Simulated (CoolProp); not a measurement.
The numbers come from the reference Helmholtz-energy equation of state, Lemmon 2006 in CoolProp. It is a short technical equation, of lower accuracy than the large ones.

### Question
For nitrous oxide, give the phase and the cp (kJ/(kg K)), cv (kJ/(kg K)) at 169.75 °C and 0.901 MPa; 57.05 °C and 17.1 MPa; 69.35 °C and 0.013 MPa.

### Answer
- 169.75 °C and 0.901 MPa: gas; cp 1.02, cv 0.817
- 57.05 °C and 17.1 MPa: supercritical; cp 2.48, cv 0.918
- 69.35 °C and 0.013 MPa: gas; cp 0.920, cv 0.731
